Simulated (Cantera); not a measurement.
A Cantera script and what it prints.

```python
import numpy as np
import cantera as ct

gas_names = """
    H HNO HNO2 HNO3 HO2 H2 H2O H2O2 N NH NH2 NH3 NH2OH NO NO2 NO3 N2 N2H2 N2H4 N2O O OH O2 O3 Si SiH
    SiH2 SiH3 SiH4 SiN SiO SiO2 Si2 Si2N Si3
""".split()
cond_names = """
    H2O(s) H2O(L) Si(cr) Si(L) SiO2(Lqz) SiO2(hqz) SiO2(L) Si2N2O(s) Si3N4(a)
""".split()


# ... load() reads the species with a 1 bar reference pressure and builds the phases ...
atoms = {
    'Si': {'Si': 1},
    'H2O': {'H': 2, 'O': 1},
    'N2': {'N': 2},
}
top_T = {'Si2N2O(s)': 2100, 'Si3N4(a)': 2400}  # K; cautious upper limits of use, not melting points


# ... equilibrate(T, P, feed) seeds the gas with the atoms and calls Mixture.equilibrate('TP', solver="vcs", rtol=1e-11, max_steps=5000) ...
results = []
feed = {'Si': 1, 'H2O': 0.0032, 'N2': 1.7}  # mol
T = 1073.15  # K
P = 0.2  # Pa
mix = equilibrate(T, P, feed)
results.append((T, P, feed, dict(zip(mix.species_names, mix.species_moles))))
print(gas.report(threshold=1e-06))
for i in range(1, mix.n_phases):
    print(f"{mix.phase(i).name:16s} {mix.phase_moles(i):12.5e} mol")
```

Output:

```
       temperature   1073.2 K
          pressure   0.2 Pa
           density   6.2613e-07 kg/m^3
  mean mol. weight   27.934 kg/kmol
   phase of matter   gas

                          1 kg             1 kmol
                     ---------------   ---------------
          enthalpy        8.5438e+05        2.3866e+07  J
   internal energy        5.3496e+05        1.4943e+07  J
           entropy             12157        3.3958e+05  J/K
    Gibbs function       -1.2192e+07       -3.4056e+08  J
 heat capacity c_p              1183             33045  J/K
 heat capacity c_v            885.33             24731  J/K

                      mass frac. Y      mole frac. X     chem. pot. / RT
                     ---------------   ---------------   ---------------
                H2        0.00022256         0.0030838           -36.588
                N2           0.99978           0.99692           -38.173
     [  +33 minor]        3.7029e-08        5.6286e-07

Si(cr)            0.00000e+00 mol
SiO2(hqz)         0.00000e+00 mol
Si2N2O(s)         3.19999e-03 mol
Si3N4(a)          3.31200e-01 mol
```

These are equilibrium values from Cantera (NASA tables, ideal gas, pure condensed phases), not measurements of a reactor. N2 is the only nitrogen source here; it is nearly inert below about 1500 K, so the nitride shown seldom forms there in practice. Mutual solubility and eutectic melting of coexisting phases are not modelled.
